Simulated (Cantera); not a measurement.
# Stirred combustor or abatement burner

A perfectly stirred reactor is fed with CH₄ : H₂ : O₂ : N₂ = 1 : 0.18 : 2.3 : 8.64 (molar parts), equivalence ratio 0.91, at 101000 Pa; it is adiabatic with a 748 K inlet, and is followed from long to short residence time, starting on the burning branch (τ in s: 0.11, 0.052, 0.026, 0.013, 0.0063, 0.0031, 0.0015, 0.00077, 0.00038, 0.00019, 9.3e-05).

Computed with Cantera and GRI-Mech 3.0 (53 species, 325 reactions).

```tsv
τ (s)	T (K)	x CH₄	x H₂	x O₂	x HCN	x CH₂CO	x NO₂	x HO₂
0.11	2389	1.13e-6	0.00429	0.0204	1.50e-7	1.39e-10	1.31e-6	2.43e-6
0.052	2387	2.31e-6	0.00442	0.0209	2.46e-7	3.00e-10	1.05e-6	2.49e-6
0.026	2381	4.38e-6	0.00465	0.0216	3.45e-7	6.19e-10	7.67e-7	2.57e-6
0.013	2369	8.07e-6	0.00508	0.0226	4.29e-7	1.30e-9	5.03e-7	2.67e-6
0.0063	2345	1.47e-5	0.00587	0.0239	4.87e-7	2.84e-9	2.92e-7	2.85e-6
0.0031	2309	2.56e-5	0.00706	0.0255	5.16e-7	5.95e-9	1.57e-7	3.21e-6
0.0015	2258	4.44e-5	0.00869	0.0276	5.39e-7	1.23e-8	7.85e-8	3.92e-6
0.00077	2202	7.45e-5	0.0104	0.0297	5.80e-7	2.40e-8	4.17e-8	5.03e-6
0.00038	2136	0.000134	0.0123	0.0323	6.67e-7	5.13e-8	2.24e-8	6.79e-6
0.00019	2069	0.000249	0.0141	0.0351	8.30e-7	1.21e-7	1.31e-8	9.32e-6
9.3e-5	1999	0.000512	0.0157	0.0391	1.15e-6	3.54e-7	7.91e-9	1.35e-5
```
x: mole fraction; the columns are a selection and need not sum to one.
